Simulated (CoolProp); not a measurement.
Model: reference Helmholtz-energy equation of state, Schroeder 2014, in CoolProp.

Question: Give the vapour pressure (MPa), enthalpy of vaporisation (kJ/kg), vapour Z, liquid viscosity (µPa s) of saturated ethanol at 283, 300.5, 309.2 K.

Answer: 
```csv
T (K),p (MPa),enthalpy of vaporisation (kJ/kg),vapour Z,liquid viscosity (µPa s)
283,0.00312,936,0.997,1470
300.5,0.00902,918,0.994,1030
309.2,0.0145,908,0.991,879
```

Viscosity comes from a separate model (Kiselev 2005).
